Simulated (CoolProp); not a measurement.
1000 sccm (0 °C, 1 atm) of nitrogen bubbles through liquid n-perfluorohexane at 304.2 K and leaves saturated at a total pressure of 0.15 MPa (ideal gas phase). Each further row changes one setting.

Values from CoolProp's reference Helmholtz-energy equation of state, Gao 2022.

```csv
case,vapour pressure (kPa),mole fraction of vapour,delivery (mg/min),delivery (sccm),change of delivery for a bath 1 K warmer (%)
as stated,38.1,0.254,5130,340,5.8
bath temperature 309.2 K,46.7,0.311,6810,452,6.0
total pressure 0.3 MPa,38.1,0.127,2190,145,4.9
```
